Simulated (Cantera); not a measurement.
A Cantera script and its output.

```python
import numpy as np
import cantera as ct

gas = ct.Solution("gri30.yaml")
gas.TPX = 1350, 54000, {'CH4': 1, 'O2': 0.87, 'N2': 3.27}
reactor = ct.IdealGasConstPressureReactor(gas, energy="on", clone=False)
net = ct.ReactorNet([reactor])
net.rtol, net.atol = 1e-08, 1e-16
show = ['CH4', 'O2', 'C2H2', 'NO', 'C2H']
times = np.geomspace(2e-06, 0.2, 15)

steps = ct.SolutionArray(gas, extra=["t"])
rows = []
print(f"{'t/s':>10s}{'T/K':>9s}{'P/Pa':>11s}" + "".join(f"{s:>11s}" for s in show))
for t in times:
    while net.time < t:
        t_next = net.step()
        steps.append(gas.state, t=t_next)
    rows.append([np.interp(t, steps.t, y) for y in (steps.T, steps.P, *steps(*show).X.T)])
    print(f"{t:10.3e}{rows[-1][0]:9.1f}{rows[-1][1]:11.4g}" + "".join(f"{x:11.3e}" for x in rows[-1][2:]))
rate = np.gradient(steps.T, steps.t)
print("integrator steps:", len(steps.t))
if steps.T.max() > steps.T[0] + 200:
    print(f"time of steepest temperature rise: {steps.t[rate.argmax()]:.4e} s")
gas.TPX = 1350, 54000, {'CH4': 1, 'O2': 0.87, 'N2': 3.27}
gas.equilibrate("HP")
print(f"equilibrium (HP): T = {gas.T:.1f} K  " + "  ".join(f"{s} {gas[s].X[0]:.3e}" for s in show))
```

Output:

```
       t/s      T/K       P/Pa        CH4         O2       C2H2         NO        C2H
 2.000e-06   1350.0    5.4e+04  1.946e-01  1.693e-01  1.417e-23  3.362e-20  3.070e-34
 4.552e-06   1350.0    5.4e+04  1.946e-01  1.693e-01  8.078e-22  1.490e-19  2.519e-32
 1.036e-05   1350.0    5.4e+04  1.946e-01  1.693e-01  4.132e-20  4.756e-19  1.697e-30
 2.358e-05   1350.0    5.4e+04  1.946e-01  1.693e-01  1.737e-18  1.376e-18  1.152e-28
 5.365e-05   1350.0    5.4e+04  1.946e-01  1.693e-01  6.335e-17  4.274e-18  9.165e-27
 1.221e-04   1350.0    5.4e+04  1.946e-01  1.693e-01  2.317e-15  1.611e-17  8.914e-25
 2.779e-04   1350.0    5.4e+04  1.945e-01  1.693e-01  1.031e-13  8.120e-17  1.084e-22
 6.325e-04   1350.0    5.4e+04  1.945e-01  1.692e-01  6.269e-12  5.338e-16  1.670e-20
 1.439e-03   1350.2    5.4e+04  1.944e-01  1.692e-01  3.555e-10  3.351e-15  1.899e-18
 3.276e-03   1351.5    5.4e+04  1.940e-01  1.690e-01  9.372e-09  1.584e-14  8.811e-17
 7.455e-03   1358.2    5.4e+04  1.922e-01  1.678e-01  1.981e-07  9.789e-14  5.228e-15
 1.697e-02   2252.6    5.4e+04  1.306e-03  7.904e-07  6.101e-03  4.373e-05  4.258e-06
 3.861e-02   2231.7    5.4e+04  7.680e-11  8.644e-07  8.273e-13  1.527e-04  6.221e-16
 8.788e-02   2232.2    5.4e+04  4.553e-11  8.771e-07  4.090e-14  7.020e-05  3.101e-17
 2.000e-01   2232.5    5.4e+04  4.298e-11  8.802e-07  3.848e-14  3.500e-05  2.924e-17
integrator steps: 2198
time of steepest temperature rise: 1.5703e-02 s
equilibrium (HP): T = 2232.6 K  CH4 4.817e-11  O2 8.814e-07  C2H2 4.281e-14  NO 2.270e-05  C2H 3.254e-17
```

Cantera simulation using GRI-Mech 3.0 (53 species, 325 reactions); the numbers are that mechanism's predictions, not measurements.
